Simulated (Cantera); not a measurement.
## Dilute partial oxidation

An isothermal, constant-pressure homogeneous reactor starts with 1.57 % CH3OH, 0.392 % O2, 98.0 % N2, at 1248 K and 101000 Pa.

Detailed kinetics in Cantera: GRI-Mech 3.0 (53 species, 325 reactions). GRI-Mech 3.0 was tuned for natural gas; its chemistry of methanol as a main component is partial and can be far from experiment.

```json
[
 {"t (s)": "1.00e-5", "x CH3OH": "0.0157", "x O2": "0.00392", "x NO": "<1e-12", "x HO2": "1.46e-8", "x O": "1.71e-10"},
 {"t (s)": "4.39e-5", "x CH3OH": "0.0157", "x O2": "0.00392", "x NO": "<1e-12", "x HO2": "1.26e-7", "x O": "1.89e-10"},
 {"t (s)": "0.000192", "x CH3OH": "0.0157", "x O2": "0.00392", "x NO": "<1e-12", "x HO2": "6.80e-7", "x O": "1.93e-10"},
 {"t (s)": "0.000843", "x CH3OH": "0.0157", "x O2": "0.00392", "x NO": "<1e-12", "x HO2": "3.44e-6", "x O": "2.09e-10"},
 {"t (s)": "0.00370", "x CH3OH": "0.0156", "x O2": "0.00389", "x NO": "<1e-12", "x HO2": "1.61e-5", "x O": "4.00e-10"},
 {"t (s)": "0.0162", "x CH3OH": "9.13e-5", "x O2": "0.000272", "x NO": "7.31e-10", "x HO2": "1.06e-6", "x O": "3.15e-8"},
 {"t (s)": "0.0711", "x CH3OH": "1.76e-10", "x O2": "1.30e-6", "x NO": "2.71e-9", "x HO2": "4.20e-10", "x O": "1.20e-10"},
 {"t (s)": "0.312", "x CH3OH": "2.94e-11", "x O2": "3.35e-7", "x NO": "2.37e-9", "x HO2": "4.77e-11", "x O": "4.81e-12"},
 {"t (s)": "1.37", "x CH3OH": "7.06e-12", "x O2": "9.63e-8", "x NO": "2.08e-9", "x HO2": "4.59e-12", "x O": "<1e-12"},
 {"t (s)": "6.00", "x CH3OH": "2.51e-12", "x O2": "1.96e-8", "x NO": "1.73e-9", "x HO2": "<1e-12", "x O": "<1e-12"}
]
```
x: mole fraction; the columns are a selection and need not sum to one.

Equilibrium at this temperature and pressure: CH3OH <1e-12, O2 <1e-12, NO 5.10e-12, HO2 <1e-12, O <1e-12 (gas phase only).
